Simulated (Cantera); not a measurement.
# Iron carbonyl, mercury and lead vapours: PbO + H2 + N2

Charge: 1 mol PbO, 0.12 mol H2, 6 mol N2, at 0.133 bar.

Cantera equilibrium calculation (NASA polynomials, part measured and part estimated; ideal gas, pure solids and liquids). Candidate condensed phases: H2O, Pb, PbO, PbO2, Pb3O4; 27 gas species. Each liquid is taken as pure. Mutual solubility and eutectic melting of coexisting phases are not modelled. Gases not in the tables: (PbO)n polymers. Equilibrium is a limit: real reactors are often held back by kinetics, nucleation or transport.

At 600 K the condensed part is Pb(s) + PbO(red). At 700 K the condensed part is Pb(l) + PbO(red). From 800 K to 1100 K the condensed part is Pb(l) + PbO(yellow). At 1200 K the condensed part is Pb(l) + PbO(l). From 1300 K to 1500 K the condensed part is PbO(l).

```tsv
T (K)	log p N2	log p PbO	log p Pb	log p H2O	log p O2	log p NO	log p OH	n Pb(s)	n PbO(red)	n Pb(l)	n PbO(yellow)	n PbO(l)
600	-0.88	<-12	-11.29	-2.58	<-12	<-12	<-12	0.120	0.880	0	0	0
700	-0.88	-12.78	-8.95	-2.58	<-12	<-12	<-12	0	0.880	0.120	0	0
800	-0.88	-10.15	-7.21	-2.58	<-12	<-12	<-12	0	0	0.120	0.880	0
900	-0.88	-8.13	-5.86	-2.58	<-12	-12.58	-12.25	0	0	0.120	0.880	0
1000	-0.88	-6.52	-4.79	-2.58	-12.45	-10.78	-10.67	0	0	0.119	0.880	0
1100	-0.88	-5.21	-3.92	-2.58	-10.39	-9.32	-9.39	0	0	0.114	0.880	0
1200	-0.89	-4.17	-3.19	-2.59	-8.76	-8.14	-8.34	0	0	0.0903	0	0.877
1300	-0.89	-3.35	-2.59	-2.59	-7.47	-7.19	-7.47	0	0	0	0	0.859
1400	-0.90	-2.65	-2.60	-2.60	-5.35	-5.87	-6.48	0	0	0	0	0.773
1500	-0.92	-2.05	-2.54	-2.62	-3.63	-4.80	-5.66	0	0	0	0	0.411
```
log p: log10 of the partial pressure in bar; n: condensed amount in mol.
